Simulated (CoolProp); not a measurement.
Vapour-liquid equilibrium of n-hexane (1) + p-xylene (2) at 416.8 K; x and y are mole fractions of (1).

Values from CoolProp's multi-fluid Helmholtz-energy mixture model, Thol 2019 and Zhou 2012; pair parameters Bell 2016.

| x | bubble pressure, mixture model (kPa) | bubble pressure, Raoult's law (kPa) | y, mixture model | y, Raoult's law |
|---|---|---|---|---|
| 0.05 | 148.9 | 144.0 | 0.244 | 0.231 |
| 0.125 | 195.2 | 185.0 | 0.457 | 0.449 |
| 0.2 | 239.4 | 226.1 | 0.584 | 0.587 |
| 0.275 | 281.6 | 267.2 | 0.671 | 0.684 |
| 0.35 | 322.3 | 308.2 | 0.734 | 0.754 |
| 0.425 | 361.7 | 349.3 | 0.784 | 0.808 |
| 0.5 | 400.3 | 390.4 | 0.824 | 0.851 |
| 0.575 | 438.4 | 431.4 | 0.857 | 0.885 |
| 0.65 | 476.4 | 472.5 | 0.887 | 0.914 |
| 0.725 | 514.6 | 513.6 | 0.914 | 0.938 |
| 0.8 | 553.6 | 554.7 | 0.939 | 0.958 |
| 0.875 | 593.6 | 595.7 | 0.962 | 0.976 |
| 0.95 | 635.3 | 636.8 | 0.985 | 0.991 |

The largest gap from Raoult's law is +5.9 % in bubble pressure, at x = 0.2. No azeotrope shows between x = 0.05 and 0.95.

The pair parameters rest on a limited set of measurements; away from them the model extrapolates.
